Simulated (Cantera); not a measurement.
Feed: 1 mol HI, 0.33 mol H2, 0.11 mol O2, at 2323.15 K and 1 atm.

Cantera equilibrium calculation (NASA polynomials, part measured and part estimated; ideal gas, pure solids and liquids). Candidate condensed phases: H2O, I2; 12 gas species. Rates play no part.

Base state: I 0.485, H2 0.304, H2O 0.124, HI 0.0789, H 0.00597, I2 0.00186, OH 0.000406 (mole fractions); condensed: gas only.

What changes in the equilibrium state with this change: temperature from 2323.15 K to 2075 K?


| species | before | after |
|---|---|---|
| I | 0.485 | 0.451 |
| H2 | 0.304 | 0.293 |
| H2O | 0.124 | 0.128 |
| HI | 0.0789 | 0.123 |
| OH | 0.000406 | 7.14e-5 |
| H | 0.00597 | 0.00143 |

What changes in the equilibrium state with this change: temperature from 2323.15 K to 2425 K?


| species | before | after |
|---|---|---|
| I | 0.485 | 0.493 |
| H2 | 0.304 | 0.305 |
| H2O | 0.124 | 0.123 |
| HI | 0.0789 | 0.0667 |
| H | 0.00597 | 0.00982 |
| O | 5.42e-6 | 1.61e-5 |
| OH | 0.000406 | 0.000750 |
| I2 | 0.00186 | 0.00136 |
